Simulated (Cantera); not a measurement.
What does this Cantera script print?

```python
import numpy as np
import cantera as ct

gas_names = """
    F F2 H HF H2 H2F2 H3F3 H4F4 H5F5 H6F6 H7F7 N NF NF2 NF3 NH NH2 NH3 N2 N2H2 N2H4 Si SiF SiF2 SiF3
    SiF4 SiH SiHF3 SiH2 SiH2F2 SiH3 SiH3F SiH4 SiN Si2 Si2N Si3
""".split()
cond_names = """
    Si(cr) Si(L) Si3N4(a)
""".split()


# ... load() reads the species with a 1 bar reference pressure and builds the phases ...
atoms = {
    'SiF4': {'Si': 1, 'F': 4},
    'N2': {'N': 2},
    'H2': {'H': 2},
}
top_T = {'Si3N4(a)': 2400}  # K; cautious upper limits of use, not melting points


# ... equilibrate(T, P, feed) seeds the gas with the atoms and calls Mixture.equilibrate('TP', solver="vcs", rtol=1e-11, max_steps=5000) ...
results = []
T = 1175  # K
P = 10000  # Pa
for m in [1.9, 3.3, 5.8, 10, 18, 31, 55, 97]:
    feed = {'SiF4': 1, 'N2': 5.3, 'H2': m}  # mol
    mix = equilibrate(T, P, feed)
    results.append((T, P, feed, dict(zip(mix.species_names, mix.species_moles))))

top = {s: max(r[3][s] / sum(r[3][g] for g in gas_names) for r in results) for s in gas_names}
cols = sorted((s for s in top if top[s] > 0.0001), key=lambda s: -top[s])[:5]
seen = [c for c in cond_names if any(r[3].get(c, 0) > 1e-12 for r in results)]
print("log10 of partial pressures in bar; condensed amounts in mol")
print(f"{'n(H2)':>10s}" + "".join(f"{s[:9]:>10s}" for s in cols + seen))
for T, P, feed, n in results:
    ng = sum(n[g] for g in gas_names)
    print(f"{feed['H2']:10.4g}" + "".join(f"{np.log10(max(n[s] / ng * P / 1e5, 1e-99)):10.3f}" for s in cols)
          + "".join(f"{n.get(c, 0):10.4g}" for c in seen))
```

It prints:

```
log10 of partial pressures in bar; condensed amounts in mol
     n(H2)        H2        N2      SiF4        HF     SiHF3  Si3N4(a)
       1.9    -1.637    -1.190    -1.917    -3.847    -4.315 0.0005284
       3.3    -1.465    -1.258    -1.986    -3.790    -4.270 0.0007466
       5.8    -1.320    -1.359    -2.088    -3.760    -4.257   0.00106
        10    -1.213    -1.488    -2.219    -3.761    -4.280  0.001491
        18    -1.131    -1.662    -2.394    -3.793    -4.341   0.00216
        31    -1.081    -1.848    -2.583    -3.846    -4.427   0.00305
        55    -1.048    -2.064    -2.803    -3.920    -4.539  0.004388
        97    -1.028    -2.291    -3.034    -4.006    -4.665   0.00628
```

Cantera equilibrium calculation (NASA polynomials, part measured and part estimated; ideal gas, pure solids and liquids). N2 is the only nitrogen source here; it is nearly inert below about 1500 K, so the nitride shown seldom forms there in practice. The tables' values for SiF3 are old estimates; treat these amounts as uncertain.
